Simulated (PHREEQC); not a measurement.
Solution (50 °C): 0.016 mol CsOH, 0.00087 mol NaAlO2 and 0.11 mol (CH3)4NCl per kg of water. Closed to the air; pH follows from the charge balance.

Model: ion-association model, wateq4f.dat, run in PHREEQC.

Each row changes one thing in this solution. Precipitation was switched off in this run.

```tsv
case	pH	ionic strength (mol/kgw)	SI of Halite (NaCl)
as made	11.35	0.127	-5.91
temperature from 50 to 55 °C	11.22	0.127	-5.92
temperature from 50 to 40 °C	11.62	0.127	-5.88
0.0053 mol/kgw CsCl added	11.35	0.132	-5.89
NaAlO2 replaced by Na2CO3 at the same molality	11.35	0.129	-5.61
NaAlO2 from 0.00087 to 8.7e-05 mol/kgw	11.35	0.126	-6.91
CsOH from 0.016 to 0.0032 mol/kgw	10.65	0.114	-5.90
0.083 mol/kgw MnCl2 added	9.66	0.314	-5.60
```

Some of these states are supersaturated (in Boehmite (slow to form), Gibbsite (slow to form), for instance). (CH3)4N+ isn't in the database: it is added as a free cation with an ion size of 4 Å. Away from 25 °C the constants follow the database's enthalpies or fits; those with neither stay at their 25 °C values.
